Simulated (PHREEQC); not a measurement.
Consider water at 25 °C with 0.067 mol/kgw Cu(BF4)2 and 0.0024 mol/kgw KCl. Closed to the air; pH follows from the charge balance.

The numbers come from PHREEQC with the ion-association model, wateq4f.dat.

No solid was allowed to form.

### Question
Order these F species by the share of F that they hold, largest first: BF4-, HF, BF3OH-, BF2(OH)2-, F-.

### Answer
BF4- (94 %), BF3OH- (3.2 %), HF (1.4 %), F- (0.58 %), BF2(OH)2- (0.36 %)

The pH is 2.61 and the ionic strength 0.204 mol/kgw. Real BF4- forms and hydrolyses slowly; the run takes it at equilibrium.
